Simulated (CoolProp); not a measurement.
Vapour-liquid equilibrium of carbon dioxide (1) + CH3F (R41) (2) at 712 kPa; x and y are mole fractions of (1).

Model: multi-fluid Helmholtz-energy mixture model, Span 1996 and Lemmon 2006; pair parameters Bell 2016, in CoolProp.

| x | bubble temperature, mixture model (°C) | bubble temperature, Raoult's law (°C) | y, mixture model | y, Raoult's law |
|---|---|---|---|---|
| 0.05 | -35.1 | -35.1 | 0.077 | 0.084 |
| 0.125 | -36.4 | -36.6 | 0.184 | 0.200 |
| 0.2 | … | -38.0 | 0.282 | 0.304 |
| 0.275 | -38.9 | -39.3 | … | 0.399 |
| 0.35 | -40.0 | -40.5 | 0.457 | 0.485 |
| 0.425 | -41.1 | -41.6 | 0.537 | 0.564 |
| 0.5 | -42.2 | -42.8 | 0.613 | 0.636 |
| 0.575 | -43.2 | -43.8 | 0.684 | 0.703 |
| 0.65 | -44.2 | -44.8 | 0.751 | 0.765 |
| 0.725 | -45.3 | -45.8 | 0.813 | 0.822 |
| 0.8 | … | -46.7 | … | 0.875 |
| 0.875 | -47.3 | -47.6 | 0.924 | 0.925 |
| 0.95 | … | -48.4 | … | 0.971 |

Question: Some entries are withheld; supply them.

Answer: 
- 0.2, bubble temperature, mixture model (°C): -37.7
- 0.275, y, mixture model: 0.373
- 0.8, bubble temperature, mixture model (°C): -46.3
- 0.8, y, mixture model: 0.871
- 0.95, bubble temperature, mixture model (°C): -48.3
- 0.95, y, mixture model: 0.972

The largest gap from Raoult's law is +0.6 K in bubble temperature, at x = 0.575. No azeotrope shows between x = 0.05 and 0.95.

Pair parameters are fitted to limited data, so mixtures are less certain than the pure fluids.
